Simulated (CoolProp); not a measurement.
The fluid at 298.15 K and 3.13 MPa is throttled through a valve to 0.523 MPa with no heat exchange. The same conditions are run with several fluids, on thermodynamics alone (safety and materials aside).

Computed with CoolProp (reference Helmholtz-energy equation of state of each fluid (CH3F (R41): Lemmon 2006; nitrous oxide: Lemmon 2006; ethylene: Smukala 2000; carbon dioxide: Span 1996; nitrogen: Span 2000)).

**Question.** Rank CH3F (R41), nitrous oxide, ethylene, carbon dioxide, nitrogen by temperature change (K), highest first.

**Answer.** nitrogen (-5.4), ethylene (-32.4), carbon dioxide (-33.3), nitrous oxide (-34.1), CH3F (R41) (-58.2)

```csv
fluid,final density (kg/m³)
CH3F (R41),9.91
nitrous oxide,11.0
ethylene,6.94
carbon dioxide,10.9
nitrogen,6.03
```
